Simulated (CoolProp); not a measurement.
Vapour-liquid equilibrium of R134a (1) + R227EA (2) at 304 K; x and y are mole fractions of (1).

Values from CoolProp's multi-fluid Helmholtz-energy mixture model, Tillner-Roth 1994 and Lemmon 2016; pair parameters Bell 2016.

Task: Give the bubble pressure and the first vapour's composition at x = 0.2, 0.35, 0.575. Is there an azeotrope?

Result: x = 0.2: 604.0 kPa, y = 0.265; x = 0.35: 646.5 kPa, y = 0.431; x = 0.575: 703.4 kPa, y = 0.644. No azeotrope shows between x = 0.05 and 0.95.

Pair parameters are fitted to limited data, so mixtures are less certain than the pure fluids.
